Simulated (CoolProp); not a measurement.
C2F6 (R116) at 293.15 K and 0.415 MPa is throttled through a valve to 0.135 MPa with no heat exchange. Each further row changes one setting.

Values from CoolProp's reference Helmholtz-energy equation of state, Lemmon 2006. It is a short technical equation, of lower accuracy than the large ones.

| case | temperature change (K) | final density (kg/m³) |
|---|---|---|
| as stated | -2.5 | 7.83 |
| outlet pressure 0.0405 MPa | -3.4 | 2.33 |
| outlet pressure 0.176 MPa | -2.2 | 10.2 |
